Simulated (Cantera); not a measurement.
Feed: 1 mol Fe2O3, 13 mol HCl, held at 0.100 bar.

Method: chemical equilibrium by Gibbs-energy minimisation in Cantera with the NASA 1993 tables (ideal gas, pure condensed phases). Candidate condensed phases: Fe, FeCl2, FeCl3, FeO, Fe(OH)2, Fe(OH)3, Fe2O3, Fe3O4, H2O; 22 gas species. Condensed phases not in the tables: FeOCl. Equilibrium is a limit: real reactors are often held back by kinetics, nucleation or transport.

### Question
At 825 K, list the 6 most abundant gas species with their mole fractions, and the condensed phases.

### Answer
HCl 0.963, H2O 0.0228, FeCl3 0.0126, Fe2Cl6 0.00104, FeCl2 0.000514, Cl2 0.000269. Condensed: Fe2O3(s).
